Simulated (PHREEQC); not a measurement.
PHREEQC input (ion-association model, wateq4f.dat):

```
SOLUTION_MASTER_SPECIES
  An  An-  0  An  62.0  # stands for a non-complexing anion
SOLUTION_SPECIES
  An- = An-
    -log_k 0
    -gamma 3.0 0
PHASES
  Fix_H+
    H+ = H+
    -log_k 0
SOLUTION 1
  temp 25
  units mmol/kgw
  pH 7 charge
  S(6) 0.054
  Zn 0.054
  Cl 0.0058
  Ca 0.0029
  B 0.011
  Na 50
  An 50
END
SELECTED_OUTPUT 1
  -reset false
  -pH true
  -pe true
  -ionic_strength true
  -water true
  -totals B Ca Cl Na S Zn S(-2) S(6)
  -molalities Hfo_wOH Hfo_wOH2+ Hfo_wO- Hfo_sOH Hfo_sOH2+ Hfo_sO- Hfo_wH2BO3 Hfo_wSO4- Hfo_wOHSO4-2 Hfo_sOHCa+2
    Hfo_wOCa+ Hfo_sOZn+ Hfo_wOZn+
  -saturation_indices Gypsum Portlandite Zn(OH)2-a Zn4(OH)6SO4 Zn5(OH)8Cl2 Halite Mirabilite Goslarite
USER_PUNCH 1
  -headings sigma psi
  10 PUNCH EDL("sigma", "Hfo"), EDL("psi", "Hfo")
PRINT
  -reset false
USE solution 1
SURFACE 1
  Hfo_wOH 0.0011236 600 0.5
  Hfo_sOH 2.80899e-05
EQUILIBRIUM_PHASES 1
  Fix_H+ -4 HAn 10
    -force_equality true
  O2(g) -0.68 10
END
# ... the last block is repeated for the other 12 points of pH, with NaOH or the acid as the point needs
```

Selected output (columns that matter, 10 of 13 rows; pH added in front):

```
pH	mu	B	Ca	Na	S	Zn	si_Gypsum	si_Portlandite	si_Zn(OH)2-a	si_Zn4(OH)6SO4	si_Zn5(OH)8Cl2	si_Halite	si_Mirabilite	si_Goslarite
4	0.050705	1.0991e-05	2.9e-06	0.05	1.9698e-07	5.3969e-05	-8.3785	-20.666	-9.0375	-29.842	-40.09	-8.2949	-8.7585	-9.7246
4.5	0.050545	1.0985e-05	2.9e-06	0.05	4.035e-07	5.3741e-05	-8.0649	-19.666	-8.039	-26.535	-36.098	-8.2947	-8.4451	-9.4128
5.5	0.050332	1.0972e-05	2.8998e-06	0.05	3.5828e-06	4.4693e-05	-7.1148	-17.665	-6.1188	-19.904	-28.496	-8.2944	-7.4951	-8.5429
6	0.05024	1.0967e-05	2.8995e-06	0.05	1.1571e-05	3.1498e-05	-6.6052	-16.665	-5.2709	-17.003	-25.256	-8.2943	-6.9854	-8.1854
6.5	0.050171	1.0964e-05	2.8991e-06	0.05	2.8132e-05	1.7722e-05	-6.2191	-15.665	-4.5215	-14.619	-22.509	-8.2942	-6.599	-8.0497
7.5	0.050126	1.0962e-05	2.8795e-06	0.050043	5.2154e-05	8.0631e-07	-5.9538	-13.669	-3.8742	-13.761	-21.273	-8.2938	-6.3298	-9.1339
8	0.050152	1.0964e-05	2.7492e-06	0.050093	5.3728e-05	1.0945e-07	-5.9612	-12.689	-3.781	-14.376	-21.807	-8.2934	-6.3161	-10.028
8.5	0.050177	1.0969e-05	2.0182e-06	0.05014	5.3963e-05	2.1062e-08	-6.0937	-11.823	-3.7013	-15.055	-22.408	-8.293	-6.3135	-10.946
9.5	0.050268	1.0989e-05	1.1192e-07	0.05029	5.3999e-05	1.1864e-08	-7.3501	-11.08	-3.4973	-16.239	-23.389	-8.2919	-6.3111	-12.742
10	0.050394	1.0996e-05	1.7296e-08	0.050457	5.4e-05	1.6589e-08	-8.162	-10.891	-3.3469	-16.638	-23.637	-8.2906	-6.3088	-13.592
```
